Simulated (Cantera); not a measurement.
Source: NASA polynomial tables (part measured, part estimated), evaluated in Cantera. Values are per mole of reaction as written; species without (g) are pure solids or liquids, kept so even where they would boil at 1 bar. ZrN: taken at fixed stoichiometry.

Between 1500 and 1800 K, where is each reaction favourable under standard conditions?
- OH(g) + ZrN → NO(g) + H(g) + Zr


- OH(g) + ZrN → NO(g) + H(g) + Zr: ΔG° is 419 kJ at 1500 K and 375 kJ at 1800 K; it stays positive (K < 1). ΔH° is 639 kJ and ΔS° 147 J/K at 1800 K.
